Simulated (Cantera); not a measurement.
Feed: 1 mol Al, 0.78 mol HCl, 7.2 mol H2, equilibrated at 1873.15 K and 1.50 Torr.

Cantera equilibrium calculation (NASA polynomials, part measured and part estimated; ideal gas, pure solids and liquids). Candidate condensed phases: Al, AlCl3; 12 gas species. The tables' values for AlCl2 are old estimates; treat these amounts as uncertain. Equilibrium is a limit: real reactors are often held back by kinetics, nucleation or transport.

Base state: H2 0.870, AlCl 0.0895, Al 0.0257, H 0.0135, HCl 0.000677, AlH 0.000404, AlCl2 2.10e-5 (mole fractions); condensed: gas only.

**Question.** What changes in the equilibrium state with this change: HCl from 0.78 to 0.5 mol?

**Answer.** 
| species | before | after |
|---|---|---|
| H2 | 0.870 | 0.869 |
| AlCl | 0.0895 | 0.0586 |
| Al | 0.0257 | 0.0581 |
| H | 0.0135 | 0.0135 |
| AlCl2 | 2.10e-5 | 3.99e-6 |
| HCl | 0.000677 | 0.000196 |
| AlH | 0.000404 | 0.000911 |
